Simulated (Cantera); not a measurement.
An isothermal, constant-pressure homogeneous reactor starts with NO : N2 = 1 : 1.7 (molar parts), at 1950 K and 0.0132 atm. Integrator tolerance rtol = 1e-08.

Cantera simulation using GRI-Mech 3.0 (53 species, 325 reactions); the numbers are that mechanism's predictions, not measurements. Radical loss at walls, strong at low pressure, is not modelled.

| quantity | before | after |
|---|---|---|
| x(NO) at 20.0 s | 0.196 (gas-phase equilibrium 0.00629) | 0.131 (gas-phase equilibrium 0.00630) |
| x(NO2) at 20.0 s | 2.67e-5 (gas-phase equilibrium 1.27e-6) | 3.00e-5 (gas-phase equilibrium 1.79e-6) |
| x(O) at 20.0 s | 0.00121 (gas-phase equilibrium 0.00167) | 0.000979 (gas-phase equilibrium 0.00118) |
| x(N2O) at 20.0 s | 1.05e-5 (gas-phase equilibrium 4.16e-8) | 5.08e-6 (gas-phase equilibrium 5.89e-8) |
| x(N2) at 20.0 s | 0.716 (gas-phase equilibrium 0.811) | 0.749 (gas-phase equilibrium 0.811) |
| x(O2) at 20.0 s | 0.0865 (gas-phase equilibrium 0.181) | 0.119 (gas-phase equilibrium 0.181) |

Problem. Name the change that produced these shifts.
A) temperature 1950 to 2150 K
B) temperature 1950 to 1600 K
C) pressure from 0.0132 atm to 0.0263 atm
D) temperature 1950 to 1523 K

Solution. C, pressure from 0.0132 atm to 0.0263 atm
